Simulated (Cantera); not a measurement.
Input: 1 mol B, 0.063 mol O2, at 2275 K and 1.00 bar.

These are equilibrium values from Cantera (NASA tables, ideal gas, pure condensed phases), not measurements of a reactor. Candidate condensed phases: B, B2O3; 10 gas species. Kinetics and transport are ignored.

Base state: B2O2 0.696, B2O3 0.244, BO 0.0588, B2O 0.00158, BO2 5.36e-5 (mole fractions); condensed: B(s).

Question: What changes in the equilibrium state with this change: temperature from 2275 K to 2375 K?

Answer: 
| species | before | after |
|---|---|---|
| B2O2 | 0.696 | 0.712 |
| B2O3 | 0.244 | 0.188 |
| BO | 0.0588 | 0.0966 |
| B | 7.39e-6 | 2.45e-5 |
| B2O | 0.00158 | 0.00304 |
| BO2 | 5.36e-5 | 8.45e-5 |
| B(s), mol | 0.888 | 0 |
| B(l), mol | 0 | 0.885 |
